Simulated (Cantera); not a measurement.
An adiabatic, constant-pressure homogeneous reactor starts with 9.17 % CH4, 19.1 % O2, 71.8 % N2, equivalence ratio 0.96, at 1200 K and 0.920 bar.

Model: GRI-Mech 3.0 (53 species, 325 reactions), integrated in Cantera.

x: mole fraction; the columns are a selection and need not sum to one.

```csv
t (s),T (K),x CH4,x O2,x N2O,x H2,x CH2CO,x C2H4
4.00e-6,1200,0.0917,0.191,<1e-12,1.89e-11,<1e-12,<1e-12
1.21e-5,1200,0.0917,0.191,<1e-12,7.39e-11,<1e-12,<1e-12
3.68e-5,1200,0.0917,0.191,<1e-12,2.77e-10,<1e-12,<1e-12
0.000112,1200,0.0917,0.191,<1e-12,1.25e-9,<1e-12,<1e-12
0.000339,1200,0.0917,0.191,<1e-12,8.42e-9,<1e-12,1.52e-11
0.00103,1200,0.0917,0.191,2.45e-12,1.04e-7,<1e-12,8.83e-10
0.00312,1200,0.0916,0.191,1.33e-11,1.74e-6,1.22e-11,?
0.00945,1201,0.0915,0.191,6.19e-11,1.49e-5,1.43e-9,?
0.0287,1206,0.0904,0.190,5.33e-10,0.000189,1.62e-7,?
0.0869,2604,<1e-12,0.0192,3.90e-7,0.0115,<1e-12,<1e-12
0.264,2604,<1e-12,0.0192,3.90e-7,0.0115,<1e-12,<1e-12
0.800,2604,<1e-12,0.0192,3.90e-7,0.0115,<1e-12,<1e-12
```

### Question
What belongs in the gaps?

### Answer

- 0.00312, x C2H4: 6.77e-8
- 0.00945, x C2H4: 1.04e-6
- 0.0287, x C2H4: 2.10e-5
